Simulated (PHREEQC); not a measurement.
**Metal-bearing waste water: an equilibrium model**

Make-up at 13 °C: 34 mmol/kgw FeSO4, 0.81 mmol/kgw MgSO4 and 0.21 mmol/kgw NaCl. Closed to the air; pH follows from the charge balance.

The numbers come from PHREEQC with the ion-association model, phreeqc.dat.

This is a speciation only: nothing precipitates in the calculation.

**Question.** What pH does the model give?

**Answer.** pH 6.08.

**Question.** In which forms is Cl present?

**Answer.** Cl- 99 %, FeCl+ 1.3 % of the Cl.

Complexes and solids missing from the database can't appear. At this temperature some constants are extrapolated from 25 °C, and those without enthalpy data are left unchanged.
